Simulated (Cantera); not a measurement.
An adiabatic, constant-volume homogeneous reactor starts with CH4 : H2 : O2 : N2 : H2O = 1 : 0.034 : 0.96 : 3.61 : 1.5 (molar parts), equivalence ratio 2.1, at 1423 K and 1.00 bar.

Cantera simulation using GRI-Mech 3.0 (53 species, 325 reactions); the numbers are that mechanism's predictions, not measurements.

Task: Predict: time of steepest temperature rise; temperature at 2.00 s; equilibrium temperature; x(H2) at 2.00 s; x(O2) at 2.00 s; x(HCO) at 2.00 s; x(NO) at 2.00 s.

Result: 
| Property | Value |
|---|---|
| time of steepest temperature rise | 5.11 ms |
| temperature at 2.00 s | 2422 K |
| equilibrium temperature | 2422 K |
| x(H2) at 2.00 s | 0.161 (gas-phase equilibrium 0.161) |
| x(O2) at 2.00 s | 2.32e-5 (gas-phase equilibrium 2.32e-5) |
| x(HCO) at 2.00 s | 1.53e-7 (gas-phase equilibrium 1.53e-7) |
| x(NO) at 2.00 s | 0.000158 (gas-phase equilibrium 0.000158) |
